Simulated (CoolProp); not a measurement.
Ethane along the isotherm 177 K: Z from the reference equation and from simpler models built on Tc = 305.3 K, pc = 4.872 MPa, ω = 0.099; each cubic takes its own stable root.

The numbers come from the reference Helmholtz-energy equation of state, Bücker 2006 in CoolProp.

```csv
p (MPa),phase,reference
0.0077,gas,0.9973
0.0158,gas,0.9943
0.0325,gas,0.9882
0.137,liquid,0.005059
0.281,liquid,0.01038
0.578,liquid,0.02133
1.19,liquid,0.04387
2.44,liquid,0.08978
```

**Question.** How far does each simpler model (van der Waals, Redlich-Kwong, Soave-Redlich-Kwong, Peng-Robinson) lie from the reference over these 8 states: mean and median of the absolute difference, and the worst?

**Answer.** 
- van der Waals: mean 3518.7 %, median 52.8 %, worst +19071.8 % at 177 K and 0.137 MPa
- Redlich-Kwong: mean 2.5 %, median 3.9 %, worst +4.0 % at 177 K and 0.137 MPa
- Soave-Redlich-Kwong: mean 2.3 %, median 3.6 %, worst +3.7 % at 177 K and 0.137 MPa
- Peng-Robinson: mean 5.1 %, median 8.1 %, worst -8.1 % at 177 K and 2.44 MPa

At some of these states van der Waals gives the other phase, because its saturation line lies elsewhere.
